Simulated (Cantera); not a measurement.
A Cantera script and what it prints.

```python
import numpy as np
import cantera as ct

gas_names = """
    C CO CO2 C2 C2O C3 C3O2 C4 C5 Fe FeC5O5 FeO O O2 O3
""".split()
cond_names = """
    C(gr) Fe(a) Fe(c) Fe(d) Fe(L) FeC5O5(L) FeO(s) FeO(L) Fe2O3(s) Fe3O4(s)
""".split()


# ... load() reads the species with a 1 bar reference pressure and builds the phases ...
atoms = {
    'Fe3O4': {'Fe': 3, 'O': 4},
    'C': {'C': 1},
    'CO': {'C': 1, 'O': 1},
}
top_T = {'C(gr)': 4500, 'Fe2O3(s)': 1830, 'Fe3O4(s)': 1870}  # K; cautious upper limits of use, not melting points


# ... equilibrate(T, P, feed) seeds the gas with the atoms and calls Mixture.equilibrate('TP', solver="vcs", rtol=1e-11, max_steps=5000) ...
results = []
T = 1323  # K
P = 133.322  # Pa
for m in [0.37, 0.74, 1.1, 1.5, 1.8, 2.2, 2.6, 3, 3.3, 3.7, 4.1, 4.4, 4.8]:
    feed = {'Fe3O4': 1, 'C': m, 'CO': 0.92}  # mol
    mix = equilibrate(T, P, feed)
    results.append((T, P, feed, dict(zip(mix.species_names, mix.species_moles))))

top = {s: max(r[3][s] / sum(r[3][g] for g in gas_names) for r in results) for s in gas_names}
cols = sorted((s for s in top if top[s] > 0.001), key=lambda s: -top[s])[:8]
seen = [c for c in cond_names if any(r[3].get(c, 0) > 1e-12 for r in results)]
print("log10 of partial pressures in bar; condensed amounts in mol")
print(f"{'n(C)':>10s}" + "".join(f"{s[:9]:>10s}" for s in cols + seen))
for T, P, feed, n in results:
    ng = sum(n[g] for g in gas_names)
    print(f"{feed['C']:10.4g}" + "".join(f"{np.log10(max(n[s] / ng * P / 1e5, 1e-99)):10.3f}" for s in cols)
          + "".join(f"{n.get(c, 0):10.4g}" for c in seen))
```

Result:

```
log10 of partial pressures in bar; condensed amounts in mol
      n(C)        CO       CO2     C(gr)     Fe(c)    FeO(s)
      0.37    -3.166    -3.186         0         0         3
      0.74    -2.949    -3.680         0         0         3
       1.1    -2.948    -3.686         0    0.4121     2.588
       1.5    -2.948    -3.686         0    0.8738     2.126
       1.8    -2.948    -3.686         0      1.22      1.78
       2.2    -2.948    -3.686         0     1.682     1.318
       2.6    -2.948    -3.686         0     2.144    0.8562
         3    -2.948    -3.686         0     2.606    0.3944
       3.3    -2.948    -3.686         0     2.952   0.04808
       3.7    -2.904    -4.063         0         3         0
       4.1    -2.875    -8.153       0.1         3         0
       4.4    -2.875    -8.153       0.4         3         0
       4.8    -2.875    -8.153       0.8         3         0
```

Equilibrium computed with Cantera from the NASA thermochemical tables; the gas is ideal and each condensed phase is pure. Mutual solubility and eutectic melting of coexisting phases are not modelled. The tables' stoichiometric FeO is somewhat more stable than real wüstite, so its field is too wide. FeO: taken at fixed stoichiometry. Condensed phases not in the tables: cementite and carbon dissolved in iron.
